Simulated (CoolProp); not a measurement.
Vapour-liquid equilibrium of R22 (1) + R152A (2) at 35.6 kPa; x and y are mole fractions of (1).

Model: multi-fluid Helmholtz-energy mixture model, Kamei 1995 and Outcalt 1996; pair parameters Bell 2016, in CoolProp.

| x | bubble temperature (K) | y at the bubble point | dew temperature at overall composition x (K) | liquid density (mol/L) |
|---|---|---|---|---|
| 0.05 | 227.0 | 0.093 | 227.4 | 16.01 |
| 0.125 | 225.7 | 0.221 | 226.7 | 16.09 |
| 0.2 | 224.4 | 0.337 | 225.9 | 16.16 |
| 0.275 | 223.2 | 0.442 | 225.1 | 16.24 |
| 0.35 | 222.0 | 0.536 | 224.3 | 16.31 |
| 0.425 | 220.8 | 0.621 | 223.4 | 16.39 |
| 0.5 | 219.5 | 0.698 | 222.5 | 16.47 |
| 0.575 | 218.4 | 0.765 | 221.4 | 16.54 |
| 0.65 | 217.2 | 0.824 | 220.3 | 16.62 |
| 0.725 | 216.0 | 0.874 | 219.1 | 16.70 |
| 0.8 | 214.9 | 0.917 | 217.7 | 16.77 |
| 0.875 | 213.9 | 0.954 | 216.0 | 16.84 |
| 0.95 | 212.9 | 0.983 | 214.0 | 16.91 |

No azeotrope shows between x = 0.05 and 0.95.

The pair parameters rest on a limited set of measurements; away from them the model extrapolates.
